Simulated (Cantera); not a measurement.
**Equilibrium for fluorocarbon and chlorocarbon gases: CHF3 + HCl + H2**

Charge: 1 mol CHF3, a varied amount of HCl, 2.2 mol H2, held at 3498 K and 13000 Pa.

Equilibrium computed with Cantera from the NASA thermochemical tables; the gas is ideal and each condensed phase is pure. Candidate condensed phases: C, C6H6, C7H8, C8H18; 118 gas species. The tables' values for CCl are old estimates; treat these amounts as uncertain. Equilibrium is a limit: real reactors are often held back by kinetics, nucleation or transport.

From 0.019 mol HCl to 0.26 mol HCl nothing is condensed. The main C-bearing gas is C3 throughout.

| n(HCl) (mol) | log p HF | log p H | log p H2 | log p F | log p C3 | log p Cl | log p C |
|---|---|---|---|---|---|---|---|
| 0.019 | -1.22 | -1.33 | -2.20 | -2.22 | -2.32 | -3.45 | -2.79 |
| 0.024 | -1.22 | -1.33 | -2.20 | -2.22 | -2.32 | -3.35 | -2.79 |
| 0.031 | -1.22 | -1.33 | -2.20 | -2.22 | -2.32 | -3.24 | -2.79 |
| 0.041 | -1.22 | -1.33 | -2.20 | -2.22 | -2.32 | -3.12 | -2.79 |
| 0.053 | -1.22 | -1.33 | -2.20 | -2.23 | -2.32 | -3.01 | -2.79 |
| 0.069 | -1.22 | -1.33 | -2.20 | -2.23 | -2.32 | -2.90 | -2.79 |
| 0.09 | -1.23 | -1.33 | -2.20 | -2.23 | -2.33 | -2.78 | -2.79 |
| 0.12 | -1.23 | -1.33 | -2.20 | -2.23 | -2.33 | -2.66 | -2.80 |
| 0.15 | -1.23 | -1.33 | -2.20 | -2.24 | -2.33 | -2.57 | -2.80 |
| 0.2 | -1.24 | -1.33 | -2.20 | -2.24 | -2.34 | -2.45 | -2.80 |
| 0.26 | -1.25 | -1.33 | -2.20 | -2.25 | -2.35 | -2.34 | -2.80 |
log p: log10 of the partial pressure in bar; nothing condenses.
